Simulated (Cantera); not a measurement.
## Gas-phase reforming

A perfectly stirred reactor is fed with 19.2 % CH₄, 80.8 % H₂O, at 770000 Pa; it is held at 1625 K, and followed from long to short residence time.

Detailed kinetics in Cantera: GRI-Mech 3.0 (53 species, 325 reactions).

```
τ (s)    x CH₄  x H₂O     x C₂H     x CH₃    x C₂H₆   x C₂H₄
------  ------  -----  --------  --------  --------  -------
1.9     0.0342  0.496  8.05e-10   2.93e-5   1.50e-5  0.00125
0.77    0.0446  0.537   1.73e-9   4.02e-5   2.69e-5  0.00229
0.30    0.0550  0.587   3.21e-9   5.28e-5   4.30e-5  0.00346
0.12    0.0664  0.639   4.86e-9   6.82e-5   6.54e-5  0.00414
0.047   0.0831  0.690   6.03e-9   9.15e-5  0.000110  0.00403
0.019    0.105  0.730   6.01e-9  0.000124  0.000203  0.00346
0.0074   0.132  0.761   4.73e-9  0.000167  0.000379  0.00312
0.0029   0.156  0.783   2.81e-9  0.000212  0.000629  0.00320
```
x: mole fraction; the columns are a selection and need not sum to one.
